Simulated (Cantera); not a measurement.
Input: 1 mol SiH2Cl2, 4.7 mol NH3, 0.41 mol N2, equilibrated at 0.825 Torr.

Equilibrium computed with Cantera from the NASA thermochemical tables; the gas is ideal and each condensed phase is pure. Candidate condensed phases: NH4Cl, Si, Si3N4; 28 gas species. Kinetics and transport are ignored.

Over these rows the condensed part is Si3N4(s). Partial pressures as log10 of bar:

```csv
T (K),1000/T (1/K),log p SiCl2,log p H2,log p N2,log p HCl
848,1.1792,-11.26,-3.16,-3.68,-3.71
948,1.0549,?,-3.16,-3.68,-3.71
1048,0.9542,-8.13,-3.16,-3.68,-3.71
1148,0.8711,-6.98,-3.16,-3.68,-3.71
1248,0.8013,-6.03,-3.16,-3.68,-3.71
1348,0.7418,-5.26,-3.16,-3.68,-3.73
```

Task: Fit log p(SiCl2) = a + b·(1000/T) to the five rows, give the apparent enthalpy, and predict the row at 948 K.

Result: Means: 1000/T = 0.9095, log p = -7.532. Sxy = -1.596900, Sxx = 0.1160413, so b = -13.76 and a = -7.532 − (-13.76)×0.9095 = 4.98.
Apparent enthalpy: −19.145 × (-13.76) = 263 kJ/mol. With the condensed phases at unit activity, 1/3 Si3N4(s) + 2 HCl(g) = SiCl2(g) + H2(g) + 2/3 N2(g) links this pressure to the main gases: over the six rows their terms move log p by -0.04 in all, so the slope is close to that reaction's ΔH°. The five rows lie within 0.03 of the line.
Prediction at 948 K: 4.98 + (-13.76)×1.0549 = -9.54. The computed value is -9.52, 0.02 from the line.
